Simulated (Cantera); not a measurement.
A closed system holds: 1 mol Si, 3.1 mol HCl, equilibrated at 475 K.

These are equilibrium values from Cantera (NASA tables, ideal gas, pure condensed phases), not measurements of a reactor. Candidate condensed phases: Si; 19 gas species. The numbers say what is thermodynamically allowed, not how fast it happens.

x: gas mole fraction; n: condensed amount in mol.

| P (Pa) | x H₂ | x SiCl₄ | x SiHCl₃ | x SiH₂Cl₂ | x HCl | x SiH₃Cl | n Si(s) |
|---|---|---|---|---|---|---|---|
| 1 | 0.664 | 0.328 | 0.00830 | 6.40e-6 | 1.69e-5 | 8.13e-10 | 0.220 |
| 6.80 | 0.662 | 0.324 | ___ | ___ | ___ | ___ | 0.217 |
| 46 | 0.660 | 0.319 | 0.0211 | 4.26e-5 | 6.41e-6 | 1.41e-8 | 0.213 |
| 320 | 0.655 | 0.311 | 0.0335 | 0.000110 | 3.91e-6 | 5.95e-8 | 0.206 |
| 2200 | 0.649 | 0.298 | 0.0523 | 0.000280 | 2.38e-6 | 2.47e-7 | 0.195 |
| 15000 | 0.640 | 0.280 | ___ | ___ | ___ | ___ | ___ |
| 100000 | 0.626 | 0.254 | 0.118 | 0.00168 | 8.63e-7 | 3.93e-6 | 0.156 |

Problem. Fill in the missing entries.

Solution. 
- 6.80, x SiHCl₃: 0.0133
- 6.80, x SiH₂Cl₂: 1.66e-5
- 6.80, x HCl: 1.04e-5
- 6.80, x SiH₃Cl: 3.40e-9
- 15000, x SiHCl₃: 0.0800
- 15000, x SiH₂Cl₂: 0.000698
- 15000, x HCl: 1.44e-6
- 15000, x SiH₃Cl: 1.00e-6
- 15000, n Si(s): 0.179
